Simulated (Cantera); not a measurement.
Cantera run, input and output.

```python
import numpy as np
import cantera as ct

gas = ct.Solution("gri30.yaml")
gas.TPX = 575, 1000000, {'CH4': 1, 'C2H6': 0.14, 'C3H8': 0.35, 'O2': 2.65, 'N2': 9.96}
inlet = ct.Reservoir(gas, clone=True)
gas.equilibrate("HP")  # start burning
reactor = ct.IdealGasConstPressureReactor(gas, energy="on", clone=False)
exhaust = ct.Reservoir(gas, clone=True)
tau = [0.11, 0.05, 0.024, 0.012, 0.0055, 0.0026, 0.0013, 0.0006, 0.00029, 0.00014, 6.6e-05, 3.2e-05][0]
for a, b in ((inlet, reactor), (reactor, exhaust)):
    ct.MassFlowController(a, b, mdot=lambda t: reactor.mass / tau)
net = ct.ReactorNet([reactor])
show = ['CH4', 'C2H6', 'C3H8', 'CH2O', 'C2H', 'N2O', 'H2']

rows = []
print(f"{'tau/s':>10s}{'T/K':>9s}" + "".join(f"{s:>11s}" for s in show))
for tau in [0.11, 0.05, 0.024, 0.012, 0.0055, 0.0026, 0.0013, 0.0006, 0.00029, 0.00014, 6.6e-05, 3.2e-05]:
    net.initial_time = 0.0
    net.advance(30 * tau)
    before = gas.X
    net.advance(40 * tau)
    drift = np.max(np.abs(gas.X - before) / (gas.X + 1e-9))
    rows.append([gas.T, *gas[show].X, drift])
    print(f"{tau:10.3e}{gas.T:9.1f}" + "".join(f"{x:11.3e}" for x in gas[show].X))
```

Output:

```
     tau/s      T/K        CH4       C2H6       C3H8       CH2O        C2H        N2O         H2
 1.100e-01   2070.2  5.831e-04  9.425e-08  6.179e-08  9.815e-07  1.569e-08  3.151e-09  8.753e-02
 5.000e-02   2072.8  1.044e-03  2.703e-07  1.332e-07  1.881e-06  3.865e-08  4.530e-09  8.571e-02
 2.400e-02   2076.1  1.655e-03  6.782e-07  2.704e-07  3.355e-06  8.421e-08  5.695e-09  8.300e-02
 1.200e-02   2079.7  2.381e-03  1.505e-06  5.245e-07  5.673e-06  1.617e-07  6.441e-09  7.948e-02
 5.500e-03   2083.3  3.331e-03  3.423e-06  1.102e-06  1.006e-05  3.030e-07  7.169e-09  7.462e-02
 2.600e-03   2084.3  4.331e-03  7.141e-06  2.255e-06  1.722e-05  4.999e-07  8.384e-09  6.951e-02
 1.300e-03   2080.9  5.314e-03  1.379e-05  4.417e-06  2.806e-05  7.308e-07  1.053e-08  6.482e-02
 6.000e-04   2068.2  6.511e-03  2.896e-05  9.600e-06  4.820e-05  1.012e-06  1.507e-08  5.999e-02
 2.900e-04   2041.0  7.917e-03  6.173e-05  2.110e-05  8.155e-05  1.219e-06  2.359e-08  5.590e-02
 1.400e-04   1979.9  1.033e-02  1.585e-04  5.488e-05  1.526e-04  1.147e-06  4.352e-08  5.199e-02
 6.600e-05    575.0  7.092e-02  9.929e-03  2.482e-02 -2.181e-16 -1.486e-45 -6.447e-21 -2.463e-15
 3.200e-05    575.0  7.092e-02  9.929e-03  2.482e-02 -7.980e-18 -7.173e-46 -2.359e-22 -9.012e-17
```

Computed with Cantera and GRI-Mech 3.0 (53 species, 325 reactions). GRI-Mech 3.0 was tuned for natural gas; its chemistry of propane as a main component is partial and can be far from experiment.
